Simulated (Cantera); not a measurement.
Input: 1 mol SiO2, 4.7 mol CH4, 0.41 mol N2, equilibrated at 11.0 Pa.

Method: chemical equilibrium by Gibbs-energy minimisation in Cantera with the NASA 1993 tables (ideal gas, pure condensed phases). Candidate condensed phases: C, C6H6, C7H8, C8H18, H2O, Si, SiC, SiO2, Si2N2O, Si3N4; 151 gas species. Rates play no part.

**Question.** What share of the Si ends up in condensed phases as a function of T (K), at 1298, 1398, 1498, 1598, 1698, 1798, 1898, 1998, 2098, 2198, 2298, 2398, 2498?

**Answer.** 
```tsv
T (K)	Si condensed (%)	as
1298	99.9	SiC(s)
1398	99.8	SiC(s)
1498	99.6	SiC(s)
1598	99.4	SiC(s)
1698	99.1	SiC(s)
1798	98.1	SiC(s)
1898	93.2	SiC(s)
1998	68.2	SiC(s)
2098	0.0	-
2198	0.0	-
2298	0.0	-
2398	0.0	-
2498	0.0	-
```
